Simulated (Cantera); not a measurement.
What does this Cantera script print?

```python
import numpy as np
import cantera as ct

gas_names = """
    CL CL2 H HCL H2 Si SiCL SiCL2 SiCL3 SiCL4 SiH SiHCL3 SiH2 SiH2CL2 SiH3 SiH3CL SiH4 Si2 Si3
""".split()
cond_names = """
    Si(cr) Si(L)
""".split()


# ... load() reads the species with a 1 bar reference pressure and builds the phases ...
atoms = {
    'Si': {'Si': 1},
    'Cl2': {'CL': 2},
    'H2': {'H': 2},
}
top_T = {}  # K; cautious upper limits of use, not melting points


# ... equilibrate(T, P, feed) seeds the gas with the atoms and calls Mixture.equilibrate('TP', solver="vcs", rtol=1e-11, max_steps=5000) ...
results = []
feed = {'Si': 1, 'Cl2': 0.53, 'H2': 6.1}  # mol
P = 39000  # Pa
for T in [675, 775, 875, 975, 1075, 1175, 1275, 1375, 1475, 1575]:
    mix = equilibrate(T, P, feed)
    results.append((T, P, feed, dict(zip(mix.species_names, mix.species_moles))))
    x = sorted(zip(gas.X, gas.species_names), reverse=True)
    print(f"T = {T:g} K  P = {P:g} Pa  gas = {mix.phase_moles(0):.4g} mol")
    print("   x: " + "  ".join(f"{s} {v:.3e}" for v, s in x if v > 1e-05))
    print("   condensed (mol): " + ("  ".join(f"{mix.phase(i).name} {mix.phase_moles(i):.4g}"
          for i in range(1, mix.n_phases) if mix.phase_moles(i) > 1e-12) or "none"))
```

Output:

```
T = 675 K  P = 39000 Pa  gas = 6.332 mol
   x: H2 9.528e-01  SiCL4 2.691e-02  SiHCL3 1.929e-02  SiH2CL2 8.564e-04  HCL 1.743e-04
   condensed (mol): Si(cr) 0.702
T = 775 K  P = 39000 Pa  gas = 6.334 mol
   x: H2 9.524e-01  SiCL4 2.723e-02  SiHCL3 1.851e-02  SiH2CL2 9.711e-04  HCL 9.062e-04  SiCL3 1.250e-05  SiH3CL 1.155e-05
   condensed (mol): Si(cr) 0.704
T = 875 K  P = 39000 Pa  gas = 6.339 mol
   x: H2 9.508e-01  SiCL4 2.715e-02  SiHCL3 1.768e-02  HCL 3.196e-03  SiH2CL2 1.052e-03  SiCL3 8.017e-05  SiH3CL 1.508e-05  SiCL2 1.369e-05
   condensed (mol): Si(cr) 0.7085
T = 975 K  P = 39000 Pa  gas = 6.35 mol
   x: H2 9.470e-01  SiCL4 2.628e-02  SiHCL3 1.658e-02  HCL 8.581e-03  SiH2CL2 1.095e-03  SiCL3 3.413e-04  SiCL2 1.255e-04  SiH3CL 1.828e-05
   condensed (mol): Si(cr) 0.7178
T = 1075 K  P = 39000 Pa  gas = 6.371 mol
   x: H2 9.394e-01  SiCL4 2.399e-02  HCL 1.874e-02  SiHCL3 1.494e-02  SiH2CL2 1.088e-03  SiCL3 1.052e-03  SiCL2 7.304e-04  SiH3CL 2.083e-05
   condensed (mol): Si(cr) 0.7335
T = 1175 K  P = 39000 Pa  gas = 6.41 mol
   x: H2 9.271e-01  HCL 3.452e-02  SiCL4 1.960e-02  SiHCL3 1.242e-02  SiCL2 2.931e-03  SiCL3 2.425e-03  SiH2CL2 1.008e-03  SiH3CL 2.224e-05
   condensed (mol): Si(cr) 0.7538
T = 1275 K  P = 39000 Pa  gas = 6.469 mol
   x: H2 9.105e-01  HCL 5.417e-02  SiCL4 1.309e-02  SiHCL3 8.879e-03  SiCL2 8.354e-03  SiCL3 4.099e-03  SiH2CL2 8.350e-04  SiH3CL 2.193e-05
   condensed (mol): Si(cr) 0.7718
T = 1375 K  P = 39000 Pa  gas = 6.536 mol
   x: H2 8.940e-01  HCL 7.228e-02  SiCL2 1.684e-02  SiCL4 6.367e-03  SiHCL3 5.025e-03  SiCL3 4.831e-03  SiH2CL2 5.874e-04  SiH3CL 1.965e-05
   condensed (mol): Si(cr) 0.7799
T = 1475 K  P = 39000 Pa  gas = 6.585 mol
   x: H2 8.832e-01  HCL 8.326e-02  SiCL2 2.471e-02  SiCL3 4.011e-03  SiHCL3 2.224e-03  SiCL4 2.215e-03  SiH2CL2 3.504e-04  H 1.952e-05  SiH3CL 1.613e-05
   condensed (mol): Si(cr) 0.7792
T = 1575 K  P = 39000 Pa  gas = 6.61 mol
   x: H2 8.784e-01  HCL 8.750e-02  SiCL2 2.955e-02  SiCL3 2.712e-03  SiHCL3 8.727e-04  SiCL4 6.516e-04  SiH2CL2 1.930e-04  H 6.237e-05  SiH3CL 1.269e-05
   condensed (mol): Si(cr) 0.7753
```

Cantera equilibrium calculation (NASA polynomials, part measured and part estimated; ideal gas, pure solids and liquids). The tables' values for SiCl3 are old estimates; treat these amounts as uncertain.
